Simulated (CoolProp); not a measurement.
Vapour-liquid equilibrium of R143a (1) + R236FA (2) at 1.22 bar; x and y are mole fractions of (1).

The numbers come from the multi-fluid Helmholtz-energy mixture model, Lemmon and Jacobsen 2000 and Pan 2012; pair parameters Bell 2016 in CoolProp.

Give the bubble temperature and the first vapour's composition at x = 0.05, 0.125, 0.575. Is there an azeotrope?

x = 0.05: 271.8 K, y = 0.197; x = 0.125: 265.8 K, y = 0.421; x = 0.575: 241.7 K, y = 0.913. No azeotrope shows between x = 0.05 and 0.95.

The pair parameters rest on a limited set of measurements; away from them the model extrapolates.
